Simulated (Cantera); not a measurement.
A diamond (100) surface in a fixed gas of H2 with x(CH4) = 0.0088, x(H) = 0.003, at 1225 K, 20.3 Torr; coverages are run to steady state.

Cantera simulation using the Harris–Goodwin 1993 mechanism for the reconstructed diamond (100) surface; the numbers are that mechanism's predictions, not measurements.

θ: site fractions in the mechanism's names (c6HH fully hydrogenated, c6H* and c6*H radical sites, c6** diradical, c6HM methylated).

```json
[
 {"x(CH3)": "1e-06", "growth (µm/h)": "0.00420", "θ c6HH": "0.432", "θ c6H*": "0.0407", "θ c6*H": "0.497", "θ c6**": "0.0308", "θ c6HM": "5.48e-6"},
 {"x(CH3)": "2.1e-06", "growth (µm/h)": "0.00883", "θ c6HH": "0.432", "θ c6H*": "0.0407", "θ c6*H": "0.497", "θ c6**": "0.0308", "θ c6HM": "1.15e-5"},
 {"x(CH3)": "4.5e-06", "growth (µm/h)": "0.0189", "θ c6HH": "0.432", "θ c6H*": "0.0407", "θ c6*H": "0.497", "θ c6**": "0.0308", "θ c6HM": "2.47e-5"},
 {"x(CH3)": "9.5e-06", "growth (µm/h)": "0.0399", "θ c6HH": "0.431", "θ c6H*": "0.0407", "θ c6*H": "0.497", "θ c6**": "0.0308", "θ c6HM": "5.21e-5"},
 {"x(CH3)": "2e-05", "growth (µm/h)": "___", "θ c6HH": "0.431", "θ c6H*": "0.0407", "θ c6*H": "0.497", "θ c6**": "0.0308", "θ c6HM": "___"},
 {"x(CH3)": "4.3e-05", "growth (µm/h)": "0.180", "θ c6HH": "0.431", "θ c6H*": "0.0407", "θ c6*H": "0.497", "θ c6**": "0.0307", "θ c6HM": "0.000235"},
 {"x(CH3)": "9.1e-05", "growth (µm/h)": "___", "θ c6HH": "0.431", "θ c6H*": "0.0407", "θ c6*H": "0.496", "θ c6**": "0.0306", "θ c6HM": "___"},
 {"x(CH3)": "0.00019", "growth (µm/h)": "0.789", "θ c6HH": "0.431", "θ c6H*": "0.0406", "θ c6*H": "0.496", "θ c6**": "0.0303", "θ c6HM": "0.00103"},
 {"x(CH3)": "0.00041", "growth (µm/h)": "1.68", "θ c6HH": "0.430", "θ c6H*": "0.0405", "θ c6*H": "0.494", "θ c6**": "0.0298", "θ c6HM": "0.00221"}
]
```

**Question.** Some entries are withheld; supply them.

**Answer.** 
- 2e-05, growth (µm/h): 0.0840
- 2e-05, θ c6HM: 0.000110
- 9.1e-05, growth (µm/h): 0.380
- 9.1e-05, θ c6HM: 0.000497
